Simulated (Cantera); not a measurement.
What does this Cantera script print?

```python
import numpy as np
import cantera as ct

gas = ct.Solution("gri30.yaml")
gas.TPX = 1300, 2400000, {'CO': 1, 'H2': 0.048, 'CH4': 0.68, 'O2': 1.35, 'N2': 5.06}
reactor = ct.IdealGasConstPressureReactor(gas, energy="on", clone=False)
net = ct.ReactorNet([reactor])
net.rtol, net.atol = 1e-08, 1e-16
show = ['CO', 'H2', 'CH4', 'NO2', 'H']
times = np.geomspace(4e-06, 6, 15)

steps = ct.SolutionArray(gas, extra=["t"])
rows = []
print(f"{'t/s':>10s}{'T/K':>9s}{'P/Pa':>11s}" + "".join(f"{s:>11s}" for s in show))
for t in times:
    while net.time < t:
        t_next = net.step()
        steps.append(gas.state, t=t_next)
    rows.append([np.interp(t, steps.t, y) for y in (steps.T, steps.P, *steps(*show).X.T)])
    print(f"{t:10.3e}{rows[-1][0]:9.1f}{rows[-1][1]:11.4g}" + "".join(f"{x:11.3e}" for x in rows[-1][2:]))
rate = np.gradient(steps.T, steps.t)
print("integrator steps:", len(steps.t))
if steps.T.max() > steps.T[0] + 200:
    print(f"time of steepest temperature rise: {steps.t[rate.argmax()]:.4e} s")
gas.TPX = 1300, 2400000, {'CO': 1, 'H2': 0.048, 'CH4': 0.68, 'O2': 1.35, 'N2': 5.06}
gas.equilibrate("HP")
print(f"equilibrium (HP): T = {gas.T:.1f} K  " + "  ".join(f"{s} {gas[s].X[0]:.3e}" for s in show))
```

Result:

```
       t/s      T/K       P/Pa         CO         H2        CH4        NO2          H
 4.000e-06   1300.0    2.4e+06  1.229e-01  5.898e-03  8.356e-02  2.492e-20  3.420e-09
 1.105e-05   1300.0    2.4e+06  1.229e-01  5.897e-03  8.355e-02  6.464e-19  1.018e-08
 3.050e-05   1300.3    2.4e+06  1.229e-01  5.887e-03  8.352e-02  3.904e-17  3.405e-08
 8.424e-05   1302.2    2.4e+06  1.228e-01  5.838e-03  8.333e-02  2.117e-15  5.678e-08
 2.326e-04   1310.7    2.4e+06  1.225e-01  5.690e-03  8.254e-02  5.192e-14  8.708e-08
 6.424e-04   1428.9    2.4e+06  1.207e-01  6.487e-03  7.139e-02  7.423e-12  1.434e-06
 1.774e-03   2849.0    2.4e+06  1.118e-01  2.433e-02  5.875e-12  5.282e-07  3.109e-03
 4.899e-03   2849.0    2.4e+06  1.118e-01  2.433e-02  5.875e-12  5.282e-07  3.109e-03
 1.353e-02   2849.0    2.4e+06  1.118e-01  2.433e-02  5.875e-12  5.282e-07  3.109e-03
 3.736e-02   2849.0    2.4e+06  1.118e-01  2.433e-02  5.875e-12  5.282e-07  3.109e-03
 1.032e-01   2849.0    2.4e+06  1.118e-01  2.433e-02  5.875e-12  5.282e-07  3.109e-03
 2.849e-01   2849.0    2.4e+06  1.118e-01  2.433e-02  5.875e-12  5.282e-07  3.109e-03
 7.868e-01   2849.0    2.4e+06  1.118e-01  2.433e-02  5.875e-12  5.282e-07  3.109e-03
 2.173e+00   2849.0    2.4e+06  1.118e-01  2.433e-02  5.875e-12  5.282e-07  3.109e-03
 6.000e+00   2849.0    2.4e+06  1.118e-01  2.433e-02  5.875e-12  5.282e-07  3.109e-03
integrator steps: 2298
time of steepest temperature rise: 6.9425e-04 s
equilibrium (HP): T = 2849.0 K  CO 1.118e-01  H2 2.433e-02  CH4 6.769e-12  NO2 5.282e-07  H 3.109e-03
```

Computed with Cantera and GRI-Mech 3.0 (53 species, 325 reactions). The pressure lies above the range GRI-Mech 3.0 was tuned for (to about 10 atm).
